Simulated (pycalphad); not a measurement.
Source of the numbers: pycalphad with the COST 507 light-alloy database (1999); pressure 1 atm. These are 1990s assessments: newer ones move some temperatures and phases. Kinetics are ignored, which matters at the lower temperatures.

Q: How does the equilibrium phase assembly of Si-7.5Cu (at.%) change on cooling from 1850 K to 500 K?

A: 
```tsv
T (K)	phases above	phases below
1647.0	LIQUID	DIAMOND_A4 + LIQUID
1073.7	DIAMOND_A4 + LIQUID	CU19SI6_ETA + DIAMOND_A4
```
Changes were sought between steps of 25 K, so a narrower field can be missed.

Database names, with the compositions (at.%) that they take in these runs: CU19SI6_ETA: Cu 76 Si 24. DIAMOND_A4 is diamond (Si).
